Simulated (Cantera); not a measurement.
A perfectly stirred reactor is fed with 5.26 % CH4, 94.7 % H2, at 0.00316 atm; it is held at 1525 K, and followed from long to short residence time.

Detailed kinetics in Cantera: GRI-Mech 3.0 (53 species, 325 reactions). GRI-Mech 3.0 stops at C3 and has no aromatics, soot or wall deposition, so with more carbon than oxygen in the feed, carbon stays in small species such as C2H2 where larger ones or solid carbon would form. Radical loss at walls, strong at low pressure, is not modelled.

Task: Predict: x(CH4) at τ = 25.0 s; x(H2) at τ = 25.0 s; x(C2H4) at τ = 25.0 s; x(C2H2) at τ = 25.0 s; x(C2H6) at τ = 25.0 s; x(CH4) at τ = 78.0 ms; x(H2) at τ = 78.0 ms; x(C2H4) at τ = 78.0 ms; x(C2H2) at τ = 78.0 ms; x(C2H6) at τ = 78.0 ms.

Result: 
| Item | Value |
|---|---|
| x(CH4) at τ = 25.0 s | 0.0329 |
| x(H2) at τ = 25.0 s | 0.957 |
| x(C2H4) at τ = 25.0 s | 5.65e-5 |
| x(C2H2) at τ = 25.0 s | 0.00920 |
| x(C2H6) at τ = 25.0 s | 1.28e-6 |
| x(CH4) at τ = 78.0 ms | 0.0526 |
| x(H2) at τ = 78.0 ms | 0.947 |
| x(C2H4) at τ = 78.0 ms | 1.50e-7 |
| x(C2H2) at τ = 78.0 ms | 1.18e-8 |
| x(C2H6) at τ = 78.0 ms | 1.48e-8 |
